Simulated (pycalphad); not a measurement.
Computed with pycalphad from the COST 507 light-alloy database (1999), at 1 atm. These are 1990s assessments: newer ones move some temperatures and phases. Not assessed as a whole: an extrapolation from subsystems, which can miss ternary compounds. Phase fractions are per mole of atoms.

Problem. Give the equilibrium state of Al-1.07Sn-0.56Si (at.%) at 810 K.

Solution. FCC_A1, fraction 0.986, with 0.17 Sn, 0.56 Si at.%; LIQUID, fraction 0.014, with 62.8 Sn, 0.30 Si at.%.

Problem. Give the equilibrium state of Al-1.07Sn-0.56Si (at.%) at 650 K.

Solution. FCC_A1, fraction 0.985, with 0.04 Sn, 0.19 Si at.%; LIQUID, fraction 0.011, with 90.5 Sn, 0.01 Si at.%; DIAMOND_A4, fraction 0.004, with <0.01 Sn, >99.99 Si at.%.

FCC_A1 is fcc; DIAMOND_A4 is diamond (Si).
